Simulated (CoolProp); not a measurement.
Aqueous ethylene glycol as a coolant, 30 % by mass, freezing at -14.6 °C, 1 atm.

Computed with CoolProp (Melinder's fits for secondary coolants).

```json
[
 {"T (°C)": "-12", "conductivity (W/(m K))": "0.434", "density (kg/m³)": "1048", "viscosity (mPa s)": "7.12", "Prandtl number": "59.3"},
 {"T (°C)": "-5.2", "conductivity (W/(m K))": "0.441", "density (kg/m³)": "1046", "viscosity (mPa s)": "5.30", "Prandtl number": "43.8"},
 {"T (°C)": "1.7", "conductivity (W/(m K))": "0.448", "density (kg/m³)": "1044", "viscosity (mPa s)": "4.03", "Prandtl number": "32.9"},
 {"T (°C)": "8.5", "conductivity (W/(m K))": "0.454", "density (kg/m³)": "1042", "viscosity (mPa s)": "3.14", "Prandtl number": "25.5"},
 {"T (°C)": "15.4", "conductivity (W/(m K))": "0.461", "density (kg/m³)": "1040", "viscosity (mPa s)": "2.50", "Prandtl number": "20.1"},
 {"T (°C)": "22.3", "conductivity (W/(m K))": "0.467", "density (kg/m³)": "1037", "viscosity (mPa s)": "2.02", "Prandtl number": "16.1"},
 {"T (°C)": "29.1", "conductivity (W/(m K))": "0.473", "density (kg/m³)": "1034", "viscosity (mPa s)": "1.68", "Prandtl number": "13.3"},
 {"T (°C)": "36", "conductivity (W/(m K))": "0.479", "density (kg/m³)": "1031", "viscosity (mPa s)": "1.41", "Prandtl number": "11.1"}
]
```
